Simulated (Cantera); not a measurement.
## Adiabatic ignition

An adiabatic, constant-pressure homogeneous reactor starts with 5.16 % C3H8, 19.9 % O2, 74.8 % N2, 0.155 % H2O, equivalence ratio 1.3, at 1350 K and 2.27 atm.

Detailed kinetics in Cantera: GRI-Mech 3.0 (53 species, 325 reactions). GRI-Mech 3.0 was tuned for natural gas; its chemistry of propane as a main component is partial and can be far from experiment.

```csv
t (s),T (K),x C3H8,x O2,x HO2,x NO,x HCN,x HCO
5.00e-6,1349,0.0515,0.199,2.89e-5,<1e-12,<1e-12,1.06e-10
1.50e-5,1349,0.0512,0.198,5.19e-5,<1e-12,<1e-12,4.09e-9
4.51e-5,1348,0.0496,0.198,4.21e-5,<1e-12,<1e-12,3.37e-8
0.000136,1351,0.0441,0.194,6.74e-5,<1e-12,<1e-12,1.74e-7
0.000408,2740,<1e-12,0.00481,2.36e-6,0.000510,2.17e-9,2.07e-7
0.00122,2780,<1e-12,0.00330,1.79e-6,0.00288,1.07e-8,1.74e-7
0.00368,2776,<1e-12,0.00314,1.71e-6,0.00397,1.39e-8,1.74e-7
0.0111,2776,<1e-12,0.00314,1.70e-6,0.00399,1.40e-8,1.74e-7
0.0332,2776,<1e-12,0.00314,1.70e-6,0.00399,1.40e-8,1.74e-7
0.0998,2776,<1e-12,0.00314,1.70e-6,0.00399,1.40e-8,1.74e-7
0.300,2776,<1e-12,0.00314,1.70e-6,0.00399,1.40e-8,1.74e-7
```
x: mole fraction; the columns are a selection and need not sum to one.

| Property | Result |
|---|---|
| time of steepest temperature rise | 0.311 ms |
| temperature at 0.300 s | 2776 K |
| equilibrium temperature | 2776 K |
| x(C3H8) at 0.300 s | <1e-12 (gas-phase equilibrium <1e-12) |
| x(O2) at 0.300 s | 0.00314 (gas-phase equilibrium 0.00314) |
| x(HO2) at 0.300 s | 1.70e-6 (gas-phase equilibrium 1.70e-6) |
